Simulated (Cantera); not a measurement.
Cantera run, input and output.

```python
import numpy as np
import cantera as ct

gas = ct.Solution("gri30.yaml")
gas.TPX = 1050, 590000, {'CH4': 1, 'O2': 1.43, 'N2': 5.37}
reactor = ct.IdealGasReactor(gas, energy="on", clone=False)
net = ct.ReactorNet([reactor])
net.rtol, net.atol = 1e-08, 1e-16
show = ['CH4', 'O2', 'C2H2', 'NO2', 'N2O']
times = np.geomspace(2e-06, 0.1, 14)

steps = ct.SolutionArray(gas, extra=["t"])
rows = []
print(f"{'t/s':>10s}{'T/K':>9s}{'P/Pa':>11s}" + "".join(f"{s:>11s}" for s in show))
for t in times:
    while net.time < t:
        t_next = net.step()
        steps.append(gas.state, t=t_next)
    rows.append([np.interp(t, steps.t, y) for y in (steps.T, steps.P, *steps(*show).X.T)])
    print(f"{t:10.3e}{rows[-1][0]:9.1f}{rows[-1][1]:11.4g}" + "".join(f"{x:11.3e}" for x in rows[-1][2:]))
rate = np.gradient(steps.T, steps.t)
print("integrator steps:", len(steps.t))
if steps.T.max() > steps.T[0] + 200:
    print(f"time of steepest temperature rise: {steps.t[rate.argmax()]:.4e} s")
gas.TPX = 1050, 590000, {'CH4': 1, 'O2': 1.43, 'N2': 5.37}
gas.equilibrate("UV")
print(f"equilibrium (UV): T = {gas.T:.1f} K  " + "  ".join(f"{s} {gas[s].X[0]:.3e}" for s in show))
```

Output:

```
       t/s      T/K       P/Pa        CH4         O2       C2H2        NO2        N2O
 2.000e-06   1050.0    5.9e+05  1.282e-01  1.833e-01  3.008e-29  2.095e-33  2.622e-18
 4.597e-06   1050.0    5.9e+05  1.282e-01  1.833e-01  1.135e-27  5.438e-32  1.062e-17
 1.057e-05   1050.0    5.9e+05  1.282e-01  1.833e-01  4.481e-26  1.617e-30  4.949e-17
 2.429e-05   1050.0    5.9e+05  1.282e-01  1.833e-01  1.455e-24  4.169e-29  2.411e-16
 5.583e-05   1050.0    5.9e+05  1.282e-01  1.833e-01  5.661e-23  1.177e-27  1.230e-15
 1.283e-04   1050.0    5.9e+05  1.282e-01  1.833e-01  2.513e-21  3.208e-26  6.265e-15
 2.950e-04   1050.0    5.9e+05  1.282e-01  1.833e-01  1.556e-19  9.191e-25  3.162e-14
 6.780e-04   1050.0    5.9e+05  1.282e-01  1.833e-01  1.450e-17  2.753e-23  1.528e-13
 1.558e-03   1050.0    5.9e+05  1.282e-01  1.833e-01  1.729e-15  8.531e-22  6.654e-13
 3.582e-03   1050.1    5.9e+05  1.282e-01  1.833e-01  7.630e-14  1.829e-20  2.346e-12
 8.234e-03   1050.2  5.901e+05  1.282e-01  1.833e-01  1.117e-12  2.443e-19  7.355e-12
 1.893e-02   1050.7  5.904e+05  1.281e-01  1.833e-01  1.560e-11  3.653e-18  2.576e-11
 4.351e-02   1053.6   5.92e+05  1.277e-01  1.830e-01  5.275e-10  1.401e-16  1.314e-10
 1.000e-01   2862.7  1.739e+06  2.144e-11  4.415e-04  5.302e-14  2.025e-07  3.488e-07
integrator steps: 2695
time of steepest temperature rise: 7.7023e-02 s
equilibrium (UV): T = 2862.7 K  CH4 2.452e-11  O2 4.415e-04  C2H2 5.727e-14  NO2 2.025e-07  N2O 3.488e-07
```

Detailed kinetics in Cantera: GRI-Mech 3.0 (53 species, 325 reactions).
